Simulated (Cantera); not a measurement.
A freely propagating, adiabatic, planar premixed flame of H2 : O2 : N2 = 1 : 0.179 : 0.536 (molar parts), unburnt at 700 K and 9.87 atm; mixture-averaged transport, grid criteria slope 0.08 and curve 0.16, no radiation.

Model: the H2/O2 subset of GRI-Mech 3.0, which has no nitrogen chemistry, integrated in Cantera. The hydrogen kinetics of GRI-Mech 3.0 are dated; newer H2 mechanisms differ, most at raised pressure. Burning velocities carry a grid error of a few per cent, more on coarse grids.

Question: Predict: laminar burning velocity; thermal thickness; peak x(H2O2); peak x(HO2); peak x(OH); peak x(O).

Answer: laminar burning velocity: 1170 cm/s
thermal thickness: 0.0274 mm
peak x(H2O2): 5.81e-5
peak x(HO2): 0.00110
peak x(OH): 0.00245
peak x(O): 0.00125
